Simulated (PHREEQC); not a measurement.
Dissolve 0.0013 mol/kgw CuSO4 and 4.6e-05 mol/kgw H2SO4 at 25 °C. Closed to the air; pH follows from the charge balance.

Equilibrium calculation in PHREEQC: ion-association model, phreeqc.dat.

This is a speciation only: nothing precipitates in the calculation.

Q: Predict the pH.

A: pH 4.10.

Q: In which forms is Cu present?

A: Cu+2 88 %, CuSO4 12 % of the Cu.

Species that the database lacks are ignored.
